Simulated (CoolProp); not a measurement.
Properties of fluoroethane (R161) at several states (Tc = 102.1 °C, pc = 5.010 MPa, ω = 0.216).

Values from CoolProp's reference Helmholtz-energy equation of state, Wu 2012.

```csv
T (°C),p (MPa),phase,cv (kJ/(kg K)),isothermal compressibility (1/MPa)
-43.15,0.0279,gas,0.8782,36.20
-117.15,0.109,liquid,1.487,0.0005920
148.45,2.97,gas,1.514,0.4020
73.55,0.0109,gas,1.213,91.83
```
